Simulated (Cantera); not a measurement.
Feed: 1 mol C2H4, 1.5 mol H2, 5.2 mol CO2, at 2950 K.

Equilibrium computed with Cantera from the NASA thermochemical tables; the gas is ideal and each condensed phase is pure. Candidate condensed phases: C, C6H6, C7H8, C8H18, H2O; 110 gas species. The ideal-gas law is rough above about 30 bar. The numbers say what is thermodynamically allowed, not how fast it happens.

Q: At 100 bar, list the 7 most abundant gas species with their mole fractions, and the condensed phases.

A: CO 0.563, H2O 0.188, H2 0.134, CO2 0.108, H 0.00495, OH 0.00221, O 5.02e-5. Condensed: gas only.
